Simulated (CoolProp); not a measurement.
R410A at several states: density (kg/m³) from the reference equation and from simpler models built on Tc = 71.3 °C, pc = 4.901 MPa, ω = 0.296; each cubic takes its own stable root.

Values from CoolProp's reference Helmholtz-energy equation of state, Lemmon 2003. It is a pseudo-pure fit of the blend.

```
T (°C)  p (MPa)   phase  reference  van der Waals  Peng-Robinson
------  -------  ------  ---------  -------------  -------------
-26.45    0.156     gas          …              …              …
0.35       8.16  liquid          …              …              …
197.45   0.0174     gas     0.3229         0.3229         0.3229
-36.05   0.0502     gas      1.878          1.862          1.870
```

### Question
Complete the blanks.

### Answer

- -26.45, reference: 5.770
- -26.45, van der Waals: 5.639
- -26.45, Peng-Robinson: 5.710
- 0.35, reference: 1203
- 0.35, van der Waals: 697.8
- 0.35, Peng-Robinson: 1139
